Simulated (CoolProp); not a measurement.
Vapour-liquid equilibrium of CHF3 (R23) (1) + propylene (2) at 12.7 bar; x and y are mole fractions of (1).

Values from CoolProp's multi-fluid Helmholtz-energy mixture model, Penoncello 2003 and Lemmon 2013; pair parameters Bell 2016.

```json
[
 {"x": "0.05", "bubble temperature, mixture model (°C)": "18.9", "bubble temperature, Raoult's law (°C)": "23.1", "y, mixture model": "0.216", "y, Raoult's law": "0.177"},
 {"x": "0.125", "bubble temperature, mixture model (°C)": "7.4", "bubble temperature, Raoult's law (°C)": "15.9", "y, mixture model": "0.434", "y, Raoult's law": "0.370"},
 {"x": "0.2", "bubble temperature, mixture model (°C)": "-0.6", "bubble temperature, Raoult's law (°C)": "10.0", "y, mixture model": "0.567", "y, Raoult's law": "0.510"},
 {"x": "0.275", "bubble temperature, mixture model (°C)": "-6.2", "bubble temperature, Raoult's law (°C)": "4.9", "y, mixture model": "0.650", "y, Raoult's law": "0.615"},
 {"x": "0.35", "bubble temperature, mixture model (°C)": "-10.1", "bubble temperature, Raoult's law (°C)": "0.5", "y, mixture model": "0.706", "y, Raoult's law": "0.697"},
 {"x": "0.425", "bubble temperature, mixture model (°C)": "-13.0", "bubble temperature, Raoult's law (°C)": "-3.4", "y, mixture model": "0.746", "y, Raoult's law": "0.761"},
 {"x": "0.5", "bubble temperature, mixture model (°C)": "-15.2", "bubble temperature, Raoult's law (°C)": "-6.8", "y, mixture model": "0.777", "y, Raoult's law": "0.813"},
 {"x": "0.575", "bubble temperature, mixture model (°C)": "-16.9", "bubble temperature, Raoult's law (°C)": "-9.9", "y, mixture model": "0.804", "y, Raoult's law": "0.856"},
 {"x": "0.65", "bubble temperature, mixture model (°C)": "-18.3", "bubble temperature, Raoult's law (°C)": "-12.7", "y, mixture model": "0.830", "y, Raoult's law": "0.892"},
 {"x": "0.725", "bubble temperature, mixture model (°C)": "-19.6", "bubble temperature, Raoult's law (°C)": "-15.2", "y, mixture model": "0.855", "y, Raoult's law": "0.922"},
 {"x": "0.8", "bubble temperature, mixture model (°C)": "-20.7", "bubble temperature, Raoult's law (°C)": "-17.6", "y, mixture model": "0.884", "y, Raoult's law": "0.948"},
 {"x": "0.875", "bubble temperature, mixture model (°C)": "-21.7", "bubble temperature, Raoult's law (°C)": "-19.7", "y, mixture model": "0.918", "y, Raoult's law": "0.970"},
 {"x": "0.95", "bubble temperature, mixture model (°C)": "-22.6", "bubble temperature, Raoult's law (°C)": "-21.7", "y, mixture model": "0.962", "y, Raoult's law": "0.989"}
]
```

The largest gap from Raoult's law is -11.1 K in bubble temperature, at x = 0.275. No azeotrope shows between x = 0.05 and 0.95.

The pair parameters rest on a limited set of measurements; away from them the model extrapolates.
